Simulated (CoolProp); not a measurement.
Aqueous potassium carbonate as a coolant, at 31 °C, 1 atm.

Values from CoolProp's Melinder's fits for secondary coolants.

```tsv
mass %	freezing point (°C)	conductivity (W/(m K))	density (kg/m³)	cp (kJ/(kg K))	Prandtl number
3.7	-1.2	0.614	1029	3.980	5.51
6.8	-2.3	0.610	1057	3.843	5.79
9.9	___	0.607	1086	3.718	6.15
13	-4.9	0.604	1115	3.597	6.56
16.2	-6.5	___	1147	3.472	7.03
19.3	___	0.598	1178	3.352	7.54
22.4	-10.5	0.595	1210	3.234	8.15
25.5	-13.3	0.592	1243	3.122	8.88
28.7	-16.9	0.588	1278	3.017	9.84
```

Task: What belongs in the gaps?

Result: 
- 9.9, freezing point (°C): -3.6
- 16.2, conductivity (W/(m K)): 0.601
- 19.3, freezing point (°C): -8.3
